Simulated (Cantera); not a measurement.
An isothermal, constant-pressure homogeneous reactor starts with H₂ : O₂ = 0.021 : 1 (molar parts), at 1325 K and 20.0 Torr.

Detailed kinetics in Cantera: GRI-Mech 3.0 (53 species, 325 reactions). Radical loss at walls, strong at low pressure, is not modelled.

One state of this run: x H₂ = 0.000162; x O₂ = 0.961; x H₂O₂ = 5.55e-8; x OH = 0.00218; x H = 0.00123. x: mole fraction; the columns are a selection and need not sum to one.

### Question
Which value of t (s) does it belong to?
(A) 0.00316
(B) 10.0
(C) 3.16e-5
(D) 1.00

### Answer
A, 0.00316
